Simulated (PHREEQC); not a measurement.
Make-up at 20 °C: 61 mmol/kgw Na2HPO4 and 150 mmol/kgw KCl. Closed to the air; pH follows from the charge balance.

Computed with PHREEQC (ion-association model, phreeqc.dat).

The ionic strength comes out as 0.319 mol/kgw. What activity coefficients do HPO4-2, K+, H2PO4-, OH-, Cl- get?

HPO4-2 0.25, K+ 0.68, H2PO4- 0.72, OH- 0.67, Cl- 0.68.

No solid was allowed to form. Complexes and solids missing from the database can't appear.
